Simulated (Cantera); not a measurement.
Charge: 1 mol Si3N4, 0.023 mol N2, at 1.33 mbar.

These are equilibrium values from Cantera (NASA tables, ideal gas, pure condensed phases), not measurements of a reactor. Candidate condensed phases: Si, Si3N4; 7 gas species. The tables' values for SiN are old estimates; treat these amounts as uncertain. The numbers say what is thermodynamically allowed, not how fast it happens. All values below are at 2523 K.

Base state: Si 0.593, N2 0.403, Si2 0.00230, SiN 0.00134, Si2N 0.000164, Si3 5.53e-5 (mole fractions); condensed: gas only.

Problem. What changes in the equilibrium state with this change: pressure from 1.33 mbar to 43.0 Pa?

Solution. 
| species | before | after |
|---|---|---|
| Si | 0.593 | 0.596 |
| N2 | 0.403 | 0.403 |
| SiN | 0.00134 | 0.000763 |
| Si2 | 0.00230 | 0.000748 |
| Si3 | 5.53e-5 | 5.83e-6 |
| Si2N | 0.000164 | 3.03e-5 |
